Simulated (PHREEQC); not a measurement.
Dissolve 8.6 mmol/kgw H2SO4, 0.065 mmol/kgw AlCl3 and 54 mmol/kgw MgCl2 at 46 °C. Closed to the air; pH follows from the charge balance.

Model: ion-association model, wateq4f.dat, run in PHREEQC.

Precipitation was switched off in this run.

Question: What pH, ionic strength does the model give?

Answer: pH 1.91; ionic strength 0.167 mol/kgw.

Question: In which forms is Al present?

Answer: Al+3 66 %, AlSO4+ 33 %, Al(SO4)2- 0.8 % of the Al.

Constants without temperature data keep their 25 °C values here.
